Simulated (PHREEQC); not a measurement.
Make-up at 76 °C: 72 mmol/kgw TMAH and 1.5 mmol/kgw H4SiO4. Closed to the air; pH follows from the charge balance.

Model: ion-association model, phreeqc.dat, run in PHREEQC.

Q: The ionic strength comes out as 0.0724 mol/kgw. What activity coefficients do OH-, H2SiO4-2, H3SiO4- get?

A: OH- 0.77, H2SiO4-2 0.39, H3SiO4- 0.77.

No solid was allowed to form. (CH3)4N+ isn't in the database: it is added as a free cation with an ion size of 4 Å. Constants without temperature data keep their 25 °C values here.
